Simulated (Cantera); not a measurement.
Cantera with NASA thermochemical tables; ideal gases at 1 bar, condensed phases pure. Values are per mole of reaction as written; species without (g) are pure solids or liquids, kept so even where they would boil at 1 bar.

6 V2O4 + 2 NH3(g) = 6 V2O3 + N2(g) + 6 OH(g), with ΔH° = 1578.5 kJ and ΔS° = 876.9 J/K at 300 K.

Task: How far is the shortcut ΔG° ≈ ΔH°(300 K) − T·ΔS°(300 K) from the full temperature-dependent value at 1173, 1373, 1573, 1773, 1973, 2173, 2373, 2573, 2773, 2973 K?

Result: 
```tsv
T (K)	shortcut (kJ)	full (kJ)	difference (kJ)	difference in log10 K	condensed phases
1173	550.0	673.9	-124.0	5.52	V2O4(s), V2O3(s)
1373	374.6	531.0	-156.4	5.95	V2O4(s), V2O3(s)
1573	199.2	388.5	-189.3	6.29	V2O4(s), V2O3(s)
1773	23.8	246.2	-222.4	6.55	V2O4(s), V2O3(s)
1973	-151.5	162.7	-314.2	8.32	V2O4(l), V2O3(s)
2173	-326.9	98.8	-425.7	10.23	V2O4(l), V2O3(s)
2373	-502.3	27.4	-529.7	11.66	V2O4(l), V2O3(l)
2573	-677.7	-91.0	-586.7	11.91	V2O4(l), V2O3(l)
2773	-853.0	-205.6	-647.4	12.19	V2O4(l), V2O3(l)
2973	-1028.4	-316.8	-711.6	12.50	V2O4(l), V2O3(l)
```
The shortcut ignores heat capacities and the phase changes listed.
